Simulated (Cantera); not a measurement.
Cantera run:

```python
import numpy as np
import cantera as ct

gas_names = [...]  # 87 gases of nasa_gas.yaml made of C, H, Si
cond_names = """
    C(gr) C6H6(L) C7H8(L) C8H18(L),n-octa Si(cr) Si(L) SiC(b)
""".split()


# ... load() reads the species with a 1 bar reference pressure and builds the phases ...
atoms = {
    'SiH4': {'Si': 1, 'H': 4},
    'C2H4': {'C': 2, 'H': 4},
    'H2': {'H': 2},
}
top_T = {'C(gr)': 4500, 'SiC(b)': 3050}  # K; cautious upper limits of use, not melting points


# ... equilibrate(T, P, feed) seeds the gas with the atoms and calls Mixture.equilibrate('TP', solver="vcs", rtol=1e-11, max_steps=5000) ...
results = []
feed = {'SiH4': 1, 'C2H4': 0.28, 'H2': 50}  # mol
P = 110  # Pa
for T in [1475, 1575, 1675, 1775, 1875, 1975, 2075, 2175]:
    mix = equilibrate(T, P, feed)
    results.append((T, P, feed, dict(zip(mix.species_names, mix.species_moles))))
    x = sorted(zip(gas.X, gas.species_names), reverse=True)
    print(f"T = {T:g} K  P = {P:g} Pa  gas = {mix.phase_moles(0):.4g} mol")
    print("   x: " + "  ".join(f"{s} {v:.3e}" for v, s in x if v > 0.0001))
    print("   condensed (mol): " + ("  ".join(f"{mix.phase(i).name} {mix.phase_moles(i):.4g}"
          for i in range(1, mix.n_phases) if mix.phase_moles(i) > 1e-12) or "none"))
```

It prints:

```
T = 1475 K  P = 110 Pa  gas = 52.57 mol
   x: H2 9.996e-01  H 3.910e-04
   condensed (mol): Si(cr) 0.4396  SiC(b) 0.56
T = 1575 K  P = 110 Pa  gas = 52.6 mol
   x: H2 9.987e-01  H 1.252e-03
   condensed (mol): Si(cr) 0.4368  SiC(b) 0.56
T = 1675 K  P = 110 Pa  gas = 52.67 mol
   x: H2 9.961e-01  H 3.494e-03  Si 3.945e-04
   condensed (mol): Si(cr) 0.4171  SiC(b) 0.5599
T = 1775 K  P = 110 Pa  gas = 52.9 mol
   x: H2 9.892e-01  H 8.680e-03  Si 1.996e-03
   condensed (mol): Si(L) 0.3263  SiC(b) 0.559
T = 1875 K  P = 110 Pa  gas = 53.51 mol
   x: H2 9.724e-01  H 1.949e-02  Si 7.684e-03  SiH 2.329e-04  Si2C 1.195e-04
   condensed (mol): SiC(b) 0.5535
T = 1975 K  P = 110 Pa  gas = 54.08 mol
   x: H2 9.516e-01  H 4.024e-02  Si 7.752e-03  Si2C 1.909e-04  SiH 1.805e-04
   condensed (mol): SiC(b) 0.5462
T = 2075 K  P = 110 Pa  gas = 55.21 mol
   x: H2 9.129e-01  H 7.673e-02  Si 8.966e-03  C2H2,acetylene 6.200e-04  Si2C 3.332e-04  SiC2 2.844e-04  SiH 1.627e-04
   condensed (mol): SiC(b) 0.4415
T = 2175 K  P = 110 Pa  gas = 57.41 mol
   x: H2 8.458e-01  H 1.354e-01  Si 1.494e-02  C2H2,acetylene 1.887e-03  SiC2 1.304e-03  Si2C 4.608e-04  SiH 2.118e-04
   condensed (mol): C(gr) 0.1651
```

Method: chemical equilibrium by Gibbs-energy minimisation in Cantera with the NASA 1993 tables (ideal gas, pure condensed phases). Mutual solubility and eutectic melting of coexisting phases are not modelled. Gases not in the tables: Si2H6 and higher silanes.
